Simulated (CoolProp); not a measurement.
R1234ze(Z) along the isotherm 440 K: fugacity coefficient from the reference equation and from simpler models built on Tc = 423.3 K, pc = 3531 kPa, ω = 0.327; each cubic takes its own stable root.

Computed with CoolProp (reference Helmholtz-energy equation of state, Akasaka 2019).

```csv
p (kPa),phase,reference
679,gas,0.9380
1360,gas,0.8775
2040,gas,0.8186
2720,gas,0.7608
3390,gas,0.7046
4070,supercritical,0.6470
4750,supercritical,0.5873
5430,supercritical,0.5331
6110,supercritical,0.4892
6790,supercritical,0.4536
7470,supercritical,0.4242
8150,supercritical,0.3998
8830,supercritical,0.3791
```

Question: How far does each simpler model (Soave-Redlich-Kwong, Peng-Robinson) lie from the reference over these 13 states: mean and median of the absolute difference, and the worst?

Answer: 
- Soave-Redlich-Kwong: mean 5.4 %, median 5.0 %, worst +10.7 % at 440 K and 8830 kPa
- Peng-Robinson: mean 1.4 %, median 0.7 %, worst +4.0 % at 440 K and 8830 kPa
